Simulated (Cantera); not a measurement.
A perfectly stirred reactor is fed with C2H4 : O2 : N2 : CO2 = 1 : 3.57 : 13.4 : 1.7 (molar parts), at 101000 Pa; it is adiabatic with a 300 K inlet, and is followed from long to short residence time, starting on the burning branch (τ in s: 0.021, 0.0087, 0.0037, 0.0016, 0.00066, 0.00028, 0.00012, 4.9e-05, 2.1e-05).

Cantera simulation using GRI-Mech 3.0 (53 species, 325 reactions); the numbers are that mechanism's predictions, not measurements. GRI-Mech 3.0 was tuned for natural gas; its chemistry of ethylene as a main component is partial and can be far from experiment.

Question: Predict: blow-out, bracketed by the residence times tried; x(C2H4) at τ = 21.0 ms; x(O2) at τ = 21.0 ms; x(CO2) at τ = 21.0 ms; x(O) at τ = 21.0 ms; x(CH3) at τ = 21.0 ms; x(C2H4) at τ = 0.660 ms; x(O2) at τ = 0.660 ms; x(CO2) at τ = 0.660 ms; x(O) at τ = 0.660 ms; x(CH3) at τ = 0.660 ms.

Answer: 
```json
{
 "blow_out_bracketed_by_the_residence_times_tried": "burning at 0.120 ms, out at 49.0 µs",
 "x(C2H4) at τ = 21.0 ms": "8.53e-6",
 "x(O2) at τ = 21.0 ms": "0.0329",
 "x(CO2) at τ = 21.0 ms": "0.177",
 "x(O) at τ = 21.0 ms": "0.000837",
 "x(CH3) at τ = 21.0 ms": "8.77e-7",
 "x(C2H4) at τ = 0.660 ms": "9.89e-5",
 "x(O2) at τ = 0.660 ms": "0.0437",
 "x(CO2) at τ = 0.660 ms": "0.153",
 "x(O) at τ = 0.660 ms": "0.00378",
 "x(CH3) at τ = 0.660 ms": "1.16e-5"
}
```
